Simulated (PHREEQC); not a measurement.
Consider water at 25 °C with 0.034 mol K2CO3, 1.7e-06 mol H4SiO4 and 1.85e-05 mol KH2PO4 per kg of water. Closed to the air; pH follows from the charge balance.

Computed with PHREEQC (ion-association model, wateq4f.dat).

This is a speciation only: nothing precipitates in the calculation.

Question: Order these P species by the share of P that they hold, largest first: PO4-3, HPO4-2, KHPO4-.

Answer: HPO4-2 (77 %), PO4-3 (19 %), KHPO4- (3.7 %)

Question: Order these Si species by the share of Si that they hold, largest first: H2SiO4-2, H3SiO4-, H4SiO4.

Answer: H3SiO4- (95 %), H4SiO4 (3.1 %), H2SiO4-2 (2.0 %)

The pH is 11.20 and the ionic strength 0.0999 mol/kgw. Species that the database lacks are ignored. H3PO4, which wateq4f.dat lacks, is added to it with the constant of phreeqc.dat.
